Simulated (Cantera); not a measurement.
**Reactions in the system Cl-Fe-O**

Source: NASA polynomial tables (part measured, part estimated), evaluated in Cantera. Values are per mole of reaction as written; species without (g) are pure solids or liquids, kept so even where they would boil at 1 bar.

6 Cl(g) + Fe2O3 ⇌ Fe2Cl6(g) + O3(g)

| T (K) | ΔH° (kJ) | ΔS° (J/K) | ΔG° (kJ) | log10 K |
|---|---|---|---|---|
| 650 | -428.5 | -330.9 | -213.4 | 17.15 |
| 850 | -440.1 | -346.4 | -145.6 | 8.95 |
| 1050 | -450.9 | -358.0 | -75.1 | 3.74 |
| 1250 | -458.9 | -364.9 | -2.8 | 0.12 |
| 1450 | -465.7 | -370.0 | 70.8 | -2.55 |
| 1650 | -471.7 | -373.9 | 145.2 | -4.60 |
